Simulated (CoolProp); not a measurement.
Values from CoolProp's reference Helmholtz-energy equation of state, Fiedler 2023.

**Question.** For tetrahydrofuran, give the phase and the isothermal compressibility (1/MPa), expansivity (1/kK), fugacity coefficient at 328.7 K and 40.3 bar; 347.7 K and 40.3 bar.

**Answer.** 
- 328.7 K and 40.3 bar: liquid; isothermal compressibility 0.00124, expansivity 1.31, fugacity coefficient 0.0196
- 347.7 K and 40.3 bar: liquid; isothermal compressibility 0.00146, expansivity 1.38, fugacity coefficient 0.0359
